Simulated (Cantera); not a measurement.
Feed: 1 mol CCl4, 0.022 mol HCl, 0.69 mol H2, equilibrated at 2473.15 K and 1000 Pa.

Cantera equilibrium calculation (NASA polynomials, part measured and part estimated; ideal gas, pure solids and liquids). Candidate condensed phases: C, C6H6, C7H8, C8H18; 91 gas species. Equilibrium is a limit: real reactors are often held back by kinetics, nucleation or transport.

Base state: Cl 0.664, HCl 0.313, H 0.0166, H2 0.00555, Cl2 0.000430, C2H2 (acetylene) 5.36e-5, C2HCl 3.31e-5, C3 3.26e-5 (mole fractions); condensed: C(graphite).

### Question
What changes in the equilibrium state with this change: H2 from 0.69 to 0.57 mol?

### Answer
```csv
species,before,after
Cl,0.664,0.719
HCl,0.313,0.264
H,0.0166,0.0130
C2H2 (acetylene),5.36e-5,3.27e-5
H2,0.00555,0.00338
C2H,1.09e-5,8.49e-6
C2HCl,3.31e-5,2.80e-5
Cl2,0.000430,0.000504
"C(graphite), mol",0.999,0.999
```
